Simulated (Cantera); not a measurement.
Mixture: CO : H₂ : CH₄ : O₂ : N₂ : H₂O = 1 : 0.55 : 0.29 : 1.35 : 5.09 : 0.41 (molar parts), equivalence ratio 1.0, at 0.910 bar, adiabatic and at constant pressure. Ignition delay is the time to a rise of 400 K.

Cantera simulation using GRI-Mech 3.0 (53 species, 325 reactions); the numbers are that mechanism's predictions, not measurements.

Predict: delay at 1175 K; delay at 1275 K; delay at 1375 K; delay at 1475 K; delay at 1575 K; delay at 1675 K; delay at 1775 K; apparent activation energy between 1575 and 1775 K.


```
Quantity                                               Result
--------------------------------------------------  ---------
delay at 1175 K                                      0.453 ms
delay at 1275 K                                      0.204 ms
delay at 1375 K                                      0.110 ms
delay at 1475 K                                       68.1 µs
delay at 1575 K                                       46.0 µs
delay at 1675 K                                       32.9 µs
delay at 1775 K                                       24.5 µs
apparent activation energy between 1575 and 1775 K  73 kJ/mol
```
